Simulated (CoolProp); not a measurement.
The fluid at 395.06 K and 0.511 MPa flows at 11 m/s in a round tube of 25 mm bore and 45 µm roughness, fully developed (64/Re and Nu = 3.66 if laminar; Colebrook and Gnielinski if turbulent). The same conditions are run with several fluids, on thermodynamics alone (safety and materials aside).

Values from CoolProp's reference Helmholtz-energy equation of state of each fluid (R245fa: Akasaka 2015; propylene: Lemmon 2013; dry air: Lemmon 2000; n-butane: Bücker 2006; c-C4F8 (RC318): Platzer 1990). The equations of Platzer and Polt are older, rougher fits. Blends and air are pseudo-pure fits.

```tsv
fluid	Reynolds number	Darcy friction factor	pressure drop (Pa/m)	heat-transfer coefficient (W/(m² K))	mass flow (kg/h)
R245fa	(withheld)	0.0233	(withheld)	905	434
propylene	162000	0.0239	391	481	(withheld)
dry air	54100	0.0258	282	188	(withheld)
n-butane	268000	(withheld)	(withheld)	763	187
c-C4F8 (RC318)	590000	0.0231	1850	1110	(withheld)
```

Task: What belongs in the gaps?

Result: 
- R245fa, Reynolds number: 389000
- R245fa, pressure drop (Pa/m): 1260
- propylene, mass flow (kg/h): 131
- dry air, mass flow (kg/h): 87.5
- n-butane, Darcy friction factor: 0.0235
- n-butane, pressure drop (Pa/m): 548
- c-C4F8 (RC318), mass flow (kg/h): 643

Transport values come from each fluid's own correlations; those of R245fa, propylene, c-C4F8 (RC318) are estimates that may be off by 10 % or more.
